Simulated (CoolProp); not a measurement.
Vapour-liquid equilibrium of R125 (1) + R227EA (2) at -52.25 °C; x and y are mole fractions of (1).

Values from CoolProp's multi-fluid Helmholtz-energy mixture model, Lemmon 2005 and Lemmon 2016; pair parameters Bell 2016.

**Question.** Give the bubble pressure and the first vapour's composition at x = 0.05, 0.2, 0.5. Is there an azeotrope?

**Answer.** x = 0.05: 19.04 kPa, y = 0.212; x = 0.2: 29.05 kPa, y = 0.562; x = 0.5: 49.13 kPa, y = 0.835. No azeotrope shows between x = 0.05 and 0.95.

The pair parameters rest on a limited set of measurements; away from them the model extrapolates.
